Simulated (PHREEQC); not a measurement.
# Leach liquor: speciation

Make-up at 25 °C: 0.026 mol H2SO4, 0.006 mol ZnSO4 and 0.065 mol NiSO4 per kg of water. Closed to the air; pH follows from the charge balance.

The numbers come from PHREEQC with the ion-association model, wateq4f.dat.

This is a speciation only: nothing precipitates in the calculation.

**Question.** What pH, ionic strength does the model give?

**Answer.** pH 1.73; ionic strength 0.187 mol/kgw.

**Question.** In which forms is Ni present?

**Answer.** Ni+2 60 %, NiSO4 40 % of the Ni.
